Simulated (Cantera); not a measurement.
A Cantera script and what it prints.

```python
import numpy as np
import cantera as ct

gas_names = [...]  # 77 gases of nasa_gas.yaml made of C, H, Ti
cond_names = """
    C(gr) C6H6(L) C7H8(L) C8H18(L),n-octa Ti(a) Ti(b) Ti(L) TiC(s) TiC(L)
""".split()


# ... load() reads the species with a 1 bar reference pressure and builds the phases ...
atoms = {
    'Ti': {'Ti': 1},
    'CH4': {'C': 1, 'H': 4},
}
top_T = {'C(gr)': 4500}  # K; cautious upper limits of use, not melting points


# ... equilibrate(T, P, feed) seeds the gas with the atoms and calls Mixture.equilibrate('TP', solver="vcs", rtol=1e-11, max_steps=5000) ...
results = []
feed = {'Ti': 1, 'CH4': 4.9}  # mol
T = 1223.15  # K
P = 10000  # Pa
mix = equilibrate(T, P, feed)
results.append((T, P, feed, dict(zip(mix.species_names, mix.species_moles))))
x = sorted(zip(gas.X, gas.species_names), reverse=True)
print(f"T = {T:g} K  P = {P:g} Pa  gas = {mix.phase_moles(0):.4g} mol")
print("   x: " + "  ".join(f"{s} {v:.3e}" for v, s in x if v > 1e-06))
print("   condensed (mol): " + ("  ".join(f"{mix.phase(i).name} {mix.phase_moles(i):.4g}"
      for i in range(1, mix.n_phases) if mix.phase_moles(i) > 1e-12) or "none"))
```

Result:

```
T = 1223.15 K  P = 10000 Pa  gas = 9.787 mol
   x: H2 9.987e-01  CH4 1.327e-03
   condensed (mol): C(gr) 3.887  TiC(s) 1
```

Method: chemical equilibrium by Gibbs-energy minimisation in Cantera with the NASA 1993 tables (ideal gas, pure condensed phases). TiC: taken at fixed stoichiometry.
